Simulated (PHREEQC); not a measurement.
A solution holds 9 mmol/kgw H2SO4 and 22 mmol/kgw H3BO3, at 25 °C. Closed to the air; pH follows from the charge balance.

Model: ion-association model, phreeqc.dat, run in PHREEQC.

```csv
quantity,before,after
pH,1.91,2.27
SO4-2 (mol/kgw),0.00496,0.00636
HSO4- (mol/kgw),0.00404,0.00220
H2BO3- (mol/kgw),1.17e-9,2.72e-9
```

Problem. Name the change that produced these shifts.
A) diluted 10-fold with water
B) 0.0097 mol/kgw NH3 added
C) H2SO4 from 0.009 to 0.0099 mol/kgw
D) H2SO4 from 0.009 to 0.018 mol/kgw

Solution. B, 0.0097 mol/kgw NH3 added

This is a speciation only: nothing precipitates in the calculation.
